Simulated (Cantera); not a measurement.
Charge: 1 mol SiO₂, 220 mol H₂, held at 2200 K and 0.00160 bar.

Equilibrium computed with Cantera from the NASA thermochemical tables; the gas is ideal and each condensed phase is pure. Candidate condensed phases: H₂O, Si, SiO₂; 18 gas species. Equilibrium is a limit: real reactors are often held back by kinetics, nucleation or transport.

Base state: H₂ 0.861, H 0.131, SiO 0.00423, H₂O 0.00413, OH 8.75e-5 (mole fractions); condensed: gas only.

Problem. What changes in the equilibrium state with this change: temperature from 2200 K to 1075 K?

Solution. 
```tsv
species	before	after
H₂	0.861	1.000
H	0.131	3.67e-7
H₂O	0.00413	1.80e-7
SiO	0.00423	1.80e-7
OH	8.75e-5	<1e-9
SiO₂(β-quartz), mol	0	1.000
```

Problem. What changes in the equilibrium state with this change: pressure from 0.00160 bar to 0.0530 bar?

Solution. 
| species | before | after |
|---|---|---|
| H₂ | 0.861 | 0.967 |
| H | 0.131 | 0.0241 |
| SiO | 0.00423 | 0.00447 |
| H₂O | 0.00413 | 0.00445 |
| OH | 8.75e-5 | 1.55e-5 |
